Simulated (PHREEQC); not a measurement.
0.012 g of hydrous ferric oxide (600 m²/g; 0.2 weak and 0.005 strong sites per Fe, Dzombak-Morel constants, diffuse double layer) in 1 kg of water with 0.3 mol/kgw of an inert sodium salt and 0.016 mmol/kgw ZnSO4 and 0.0022 mmol/kgw H3BO3, at 25 °C; the pH is set by adding NaOH or the inert anion's acid. Oxygen alone is held at its pressure in air (log pO2 = -0.68). CO2 from the air is kept out. No solid was allowed to form.

The series has 17 steps of pH, from 3 to 9.

All values are PHREEQC results (ion-association model, wateq4f.dat), not measurements.

### Question
Near which pH is half of the Zn sorbed, and on which side is more sorbed?

### Answer
Near pH 8.0, with more sorbed at higher pH.

The oxide is taken as insoluble; below pH 4 it would dissolve.
